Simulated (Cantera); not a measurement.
What does this Cantera script print?

```python
import numpy as np
import cantera as ct

gas = ct.Solution("gri30.yaml")
gas.TPX = 1575, 13332, {'CH4': 0.04, 'H2': 1}
reactor = ct.IdealGasConstPressureReactor(gas, energy="off", clone=False)
net = ct.ReactorNet([reactor])
net.rtol, net.atol = 1e-08, 1e-18
show = ['CH4', 'H2', 'C2H', 'C2H2', 'C2H6', 'CH3']
times = np.geomspace(2e-05, 5, 10)

steps = ct.SolutionArray(gas, extra=["t"])
rows = []
print(f"{'t/s':>10s}{'T/K':>9s}{'P/Pa':>11s}" + "".join(f"{s:>11s}" for s in show))
for t in times:
    while net.time < t:
        t_next = net.step()
        steps.append(gas.state, t=t_next)
    rows.append([np.interp(t, steps.t, y) for y in (steps.T, steps.P, *steps(*show).X.T)])
    print(f"{t:10.3e}{rows[-1][0]:9.1f}{rows[-1][1]:11.4g}" + "".join(f"{x:11.3e}" for x in rows[-1][2:]))
rate = np.gradient(steps.T, steps.t)
print("integrator steps:", len(steps.t))
if steps.T.max() > steps.T[0] + 200:
    print(f"time of steepest temperature rise: {steps.t[rate.argmax()]:.4e} s")
gas.TPX = 1575, 13332, {'CH4': 0.04, 'H2': 1}
gas.equilibrate("TP")
print(f"equilibrium (TP): T = {gas.T:.1f} K  " + "  ".join(f"{s} {gas[s].X[0]:.3e}" for s in show))
```

It prints:

```
       t/s      T/K       P/Pa        CH4         H2        C2H       C2H2       C2H6        CH3
 2.000e-05   1575.0  1.333e+04  3.846e-02  9.615e-01  5.801e-27  7.033e-18  3.084e-13  2.304e-07
 7.958e-05   1575.0  1.333e+04  3.846e-02  9.615e-01  8.557e-24  2.554e-15  1.885e-11  9.028e-07
 3.166e-04   1575.0  1.333e+04  3.846e-02  9.615e-01  1.096e-20  8.179e-13  1.117e-09  3.575e-06
 1.260e-03   1575.0  1.333e+04  3.845e-02  9.615e-01  1.731e-17  3.283e-10  5.448e-08  1.406e-05
 5.013e-03   1575.0  1.333e+04  3.840e-02  9.615e-01  3.745e-14  2.039e-07  1.128e-06  4.890e-05
 1.995e-02   1575.0  1.333e+04  3.824e-02  9.615e-01  9.474e-12  3.118e-05  2.896e-06  8.054e-05
 7.937e-02   1575.0  1.333e+04  3.761e-02  9.618e-01  9.842e-11  3.212e-04  2.845e-06  7.987e-05
 3.158e-01   1575.0  1.333e+04  3.528e-02  9.631e-01  4.412e-10  1.432e-03  2.529e-06  7.535e-05
 1.257e+00   1575.0  1.333e+04  2.821e-02  9.667e-01  1.505e-09  4.795e-03  1.682e-06  6.138e-05
 5.000e+00   1575.0  1.333e+04  1.568e-02  9.732e-01  3.506e-09  1.076e-02  6.002e-07  3.544e-05
integrator steps: 492
equilibrium (TP): T = 1575.0 K  CH4 6.243e-03  H2 9.781e-01  C2H 5.165e-09  C2H2 1.523e-02  C2H6 1.791e-07  CH3 1.468e-05
```

Computed with Cantera and GRI-Mech 3.0 (53 species, 325 reactions). GRI-Mech 3.0 stops at C3 and has no aromatics, soot or wall deposition, so with more carbon than oxygen in the feed, carbon stays in small species such as C2H2 where larger ones or solid carbon would form.
